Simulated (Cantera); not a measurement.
Mixture: CH₄ : O₂ : N₂ = 1 : 1.33 : 5.01 (molar parts), at 420000 Pa, adiabatic and at constant volume. Ignition delay is the time to a rise of 400 K.

Model: GRI-Mech 3.0 (53 species, 325 reactions), integrated in Cantera.

At T0 = 1300 K, what is the delay, and which 5 reactions control it most (d ln τ / d ln k, from doubling and halving each rate constant)?

The delay is 3.97 ms.
```tsv
reaction	d ln τ / d ln k	faster rate
2 CH3 (+M) <=> C2H6 (+M)	0.52	lengthens it
CH3 + O2 <=> CH3O + O	-0.35	shortens it
CH3 + O2 <=> CH2O + OH	-0.34	shortens it
CH2O + O2 <=> HCO + HO2	-0.30	shortens it
CH3 + HO2 <=> CH3O + OH	-0.23	shortens it
```
